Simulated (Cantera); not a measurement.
Source: NASA polynomial tables (part measured, part estimated), evaluated in Cantera. Values are per mole of reaction as written; species without (g) are pure solids or liquids, kept so even where they would boil at 1 bar.

Problem. Between 300 and 1973 K, where is each reaction favourable under standard conditions?
- 4 NiS₂ + 2 CH₃(g) = 2 CS₂(g) + 3 H₂(g) + 4 NiS

Solution. 
- 4 NiS₂ + 2 CH₃(g) = 2 CS₂(g) + 3 H₂(g) + 4 NiS: ΔG° is -7 kJ at 300 K and -685 kJ at 1973 K; it stays negative (K > 1). ΔH° is 23 kJ and ΔS° 359 J/K at 1973 K.
